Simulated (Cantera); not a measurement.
A closed system holds: 1 mol C, 0.54 mol H2O, 19 mol H2, held at 0.100 bar.

These are equilibrium values from Cantera (NASA tables, ideal gas, pure condensed phases), not measurements of a reactor. Candidate condensed phases: C, C6H6, C7H8, C8H18, H2O; 110 gas species. Kinetics and transport are ignored. All values below are at 1200 K.

Base state: H2 0.972, CO 0.0269, CH4 0.00149, H2O 6.77e-5 (mole fractions); condensed: C(graphite).

Question: What changes in the equilibrium state with this change: pressure from 0.100 bar to 1.33 mbar?

Answer: 
```json
[
 {"species": "H2", "before": "0.972", "after": "0.973"},
 {"species": "CO", "before": "0.0269", "after": "0.0269"},
 {"species": "CH4", "before": "0.00149", "after": "1.99e-5"},
 {"species": "H2O", "before": "6.77e-5", "after": "9.05e-7"},
 {"species": "C(graphite), mol", "before": "0.431", "after": "0.460"}
]
```
